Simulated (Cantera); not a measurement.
Equilibrium for silicon nitride deposition: SiHCl3 + N2 + H2

Input: 1 mol SiHCl3, 37 mol N2, 0.4 mol H2, equilibrated at 1275 K and 133 Pa.

Cantera equilibrium calculation (NASA polynomials, part measured and part estimated; ideal gas, pure solids and liquids). Candidate condensed phases: NH4Cl, Si, Si3N4; 28 gas species. N2 is the only nitrogen source here; it is nearly inert below about 1500 K, so the nitride shown seldom forms there in practice. The tables' values for SiCl3 are old estimates; treat these amounts as uncertain. Kinetics and transport are ignored.

```yaml
x(N2): 0.944
x(HCl): 0.0407
x(SiCl2): 0.00520
x(SiCl4): 0.00503
x(H2): 0.00284
x(SiCl3): 0.00201
x(SiHCl3): 1.42e-5
x(Cl): 1.31e-5
x(H): 1.08e-6
n(Si3N4(s)): 0.175 mol
gas_amount: 38.82 mol
log10 activity of Si(s) (absent): -2.46
```
